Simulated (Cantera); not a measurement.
What does this Cantera script print?

```python
import numpy as np
import cantera as ct

gas = ct.Solution("h2o2.yaml")
gas.TPX = 1325, 1333, {'H2': 0.037, 'O2': 1, 'H2O': 0.0051}
inlet = ct.Reservoir(gas, clone=True)

reactor = ct.IdealGasConstPressureReactor(gas, energy="off", clone=False)
exhaust = ct.Reservoir(gas, clone=True)
tau = [0.96, 0.23, 0.053, 0.012, 0.0029, 0.00069, 0.00016][0]
for a, b in ((inlet, reactor), (reactor, exhaust)):
    ct.MassFlowController(a, b, mdot=lambda t: reactor.mass / tau)
net = ct.ReactorNet([reactor])
show = ['H2', 'O2', 'OH', 'H2O2', 'O']

rows = []
print(f"{'tau/s':>10s}{'T/K':>9s}" + "".join(f"{s:>11s}" for s in show))
for tau in [0.96, 0.23, 0.053, 0.012, 0.0029, 0.00069, 0.00016]:
    net.initial_time = 0.0
    net.advance(30 * tau)
    before = gas.X
    net.advance(40 * tau)
    drift = np.max(np.abs(gas.X - before) / (gas.X + 1e-9))
    rows.append([gas.T, *gas[show].X, drift])
    print(f"{tau:10.3e}{gas.T:9.1f}" + "".join(f"{x:11.3e}" for x in gas[show].X))
```

Output:

```
     tau/s      T/K         H2         O2         OH       H2O2          O
 9.600e-01   1325.0  1.220e-04  9.538e-01  1.625e-03  3.464e-08  4.232e-03
 2.300e-01   1325.0  2.720e-04  9.482e-01  2.415e-03  4.543e-08  9.353e-03
 5.300e-02   1325.0  5.650e-04  9.397e-01  3.291e-03  5.420e-08  1.696e-02
 1.200e-02   1325.0  1.221e-03  9.335e-01  4.082e-03  6.386e-08  2.232e-02
 2.900e-03   1325.0  3.223e-03  9.330e-01  5.030e-03  8.389e-08  2.198e-02
 6.900e-04   1325.0  9.979e-03  9.386e-01  5.898e-03  1.085e-07  1.599e-02
 1.600e-04   1325.0  3.064e-02  9.556e-01  1.867e-03  2.248e-08  2.671e-03
```

Detailed kinetics in Cantera: the H2/O2 subset of GRI-Mech 3.0, which has no nitrogen chemistry. Radical loss at walls, strong at low pressure, is not modelled. The temperature is held fixed by assumption; the heat of reaction is taken as removed at once.
